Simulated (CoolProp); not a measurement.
Vapour-liquid equilibrium of propylene (1) + R152A (2) at 197.1 K; x and y are mole fractions of (1).

Values from CoolProp's multi-fluid Helmholtz-energy mixture model, Lemmon 2013 and Outcalt 1996; pair parameters Bell 2016.

```tsv
x	bubble pressure (MPa)	y at the bubble point	dew pressure at overall composition x (MPa)	liquid density (mol/L)
0.05	0.008424	0.445	0.005136	16.75
0.125	0.01250	0.650	0.005549	16.58
0.2	0.01539	0.732	0.006033	16.42
0.275	0.01738	0.775	0.006608	16.27
0.35	0.01871	0.800	0.007304	16.13
0.425	0.01961	0.817	0.008161	15.99
0.5	0.02022	0.829	0.009241	15.87
0.575	0.02069	0.840	0.01064	15.75
0.65	0.02108	0.850	0.01252	15.65
0.725	0.02146	0.863	0.01511	15.55
0.8	0.02184	0.881	0.01870	15.47
0.875	0.02220	0.909	0.02173	15.40
0.95	0.02244	0.954	0.02243	15.34
```

No azeotrope shows between x = 0.05 and 0.95.

Pair parameters are fitted to limited data, so mixtures are less certain than the pure fluids. With so large a gap from Raoult's law the liquid may split in two, which this calculation doesn't test in full.
